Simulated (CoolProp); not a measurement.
Saturation properties of C3F8 (R218).

Model: reference Helmholtz-energy equation of state, Lemmon 2006, in CoolProp. It is a short technical equation, of lower accuracy than the large ones.

| T (K) | p (bar) | liquid density (kg/m³) | vapour density (kg/m³) | enthalpy of vaporisation (kJ/kg) | liquid cp (kJ/(kg K)) | liquid viscosity (µPa s) |
|---|---|---|---|---|---|---|
| 217.6 | 0.3973 | 1683 | 4.249 | 111.7 | 0.9352 | 604 |
| 223.4 | 0.5414 | 1661 | 5.678 | 109.7 | 0.9471 | 544 |
| 229.3 | 0.7277 | 1639 | 7.496 | 107.7 | 0.9595 | 491 |
| 235.1 | 0.9567 | 1616 | 9.700 | 105.6 | 0.9722 | 445 |
| 240.9 | 1.239 | 1594 | 12.38 | 103.5 | 0.9854 | 404 |
| 246.7 | 1.581 | 1570 | 15.62 | 101.2 | 0.9992 | 368 |
| 252.5 | 1.992 | 1546 | 19.48 | 98.93 | 1.014 | 336 |
| 258.3 | 2.480 | 1522 | 24.06 | 96.52 | 1.029 | 307 |
| 264.2 | 3.066 | 1496 | 29.56 | 93.96 | 1.045 | 281 |
| 270 | 3.737 | 1469 | 35.92 | 91.31 | 1.063 | 257 |
| 275.8 | 4.513 | 1442 | 43.36 | 88.52 | 1.081 | 235 |
| 281.6 | 5.405 | 1413 | 52.04 | 85.57 | 1.102 | 216 |

It boils at 236.4 K under 1 atm.

Viscosity comes from a separate model (Huber 2003), an estimate that may be off by 10 % or more.
